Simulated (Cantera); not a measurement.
Hydrocarbon pyrolysis for carbon deposition

An isothermal, constant-pressure homogeneous reactor starts with CH₄ : H₂ = 1 : 21 (molar parts), at 1748 K and 1.00 bar.

Detailed kinetics in Cantera: GRI-Mech 3.0 (53 species, 325 reactions). GRI-Mech 3.0 stops at C3 and has no aromatics, soot or wall deposition, so with more carbon than oxygen in the feed, carbon stays in small species such as C2H2 where larger ones or solid carbon would form.

```
t (s)      x CH₄   x H₂   x C₂H₆    x C₂H₄    x C₂H₂
--------  ------  -----  -------  --------  --------
9.00e-5   0.0453  0.954  2.46e-6   2.22e-6   8.51e-8
0.000232  0.0452  0.954  7.73e-6   2.41e-5   4.52e-6
0.000598  0.0449  0.954  8.87e-6   7.58e-5   6.29e-5
0.00154   0.0443  0.955  8.67e-6  0.000105  0.000319
0.00397   0.0429  0.956  8.14e-6  0.000122   0.00100
0.0102    0.0395  0.957  6.99e-6  0.000159   0.00258
0.0264    0.0330  0.961  4.99e-6  0.000235   0.00566
0.0680    0.0234  0.966  2.71e-6  0.000354    0.0101
0.175     0.0147  0.970  1.32e-6  0.000470    0.0142
0.452     0.0109  0.972  9.17e-7  0.000524    0.0160
1.16      0.0105  0.973  8.83e-7  0.000529    0.0162
3.00      0.0105  0.973  8.83e-7  0.000529    0.0162
```
x: mole fraction; the columns are a selection and need not sum to one.

Equilibrium at this temperature and pressure: CH₄ 0.0105, H₂ 0.973, C₂H₆ 8.83e-7, C₂H₄ 0.000529, C₂H₂ 0.0162 (gas phase only).
